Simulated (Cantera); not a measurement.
Input (Python, Cantera) and output of one run.

```python
import numpy as np
import cantera as ct

gas_names = """
    CL CLO CL2 O O2 O3 Ti TiCL TiCL2 TiCL3 TiCL4 TiO TiOCL TiOCL2 TiO2
""".split()
cond_names = """
    Ti(a) Ti(b) Ti(L) TiCL2(s) TiCL3(s) TiCL4(L) TiO(a) TiO(b) TiO(L) TiO2(ru) TiO2(L) Ti2O3(a) Ti2O3(b)
    Ti2O3(L) Ti3O5(a) Ti3O5(b) Ti3O5(L) Ti4O7(s) Ti4O7(L)
""".split()


# ... load() reads the species with a 1 bar reference pressure and builds the phases ...
atoms = {
    'TiCl4': {'Ti': 1, 'CL': 4},
    'O2': {'O': 2},
}
top_T = {'TiCL2(s)': 1300, 'TiCL3(s)': 1000}  # K; cautious upper limits of use, not melting points


# ... equilibrate(T, P, feed) seeds the gas with the atoms and calls Mixture.equilibrate('TP', solver="vcs", rtol=1e-11, max_steps=5000) ...
results = []
feed = {'TiCl4': 1, 'O2': 0.29}  # mol
T = 2073.15  # K
P = 10000  # Pa
mix = equilibrate(T, P, feed)
results.append((T, P, feed, dict(zip(mix.species_names, mix.species_moles))))
x = sorted(zip(gas.X, gas.species_names), reverse=True)
print(f"T = {T:g} K  P = {P:g} Pa  gas = {mix.phase_moles(0):.4g} mol")
print("   x: " + "  ".join(f"{s} {v:.3e}" for v, s in x if v > 0.0001))
print("   condensed (mol): " + ("  ".join(f"{mix.phase(i).name} {mix.phase_moles(i):.4g}"
      for i in range(1, mix.n_phases) if mix.phase_moles(i) > 1e-12) or "none"))
```

Output:

```
T = 2073.15 K  P = 10000 Pa  gas = 1.916 mol
   x: CL 5.838e-01  TiCL4 3.103e-01  TiCL3 5.174e-02  CL2 3.649e-02  TiOCL2 1.734e-02  O2 1.189e-04
   condensed (mol): TiO2(ru) 0.2731
```

Method: chemical equilibrium by Gibbs-energy minimisation in Cantera with the NASA 1993 tables (ideal gas, pure condensed phases). The tables' values for TiCl2 are old estimates; treat these amounts as uncertain.
